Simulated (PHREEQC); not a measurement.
Make-up at 25 °C: 180 mmol/kgw CuCl2, 4.8 mmol/kgw HCl and 0.15 mmol/kgw Na2SO4. Closed to the air; pH follows from the charge balance.

Equilibrium calculation in PHREEQC: ion-association model, wateq4f.dat.

Task: The ionic strength comes out as 0.474 mol/kgw. What activity coefficients do CuCl+, Na+, HSO4-, Cu+2, Cl- get?

Result: CuCl+ 0.65, Na+ 0.71, HSO4- 0.67, Cu+2 0.25, Cl- 0.65.

This is a speciation only: nothing precipitates in the calculation.
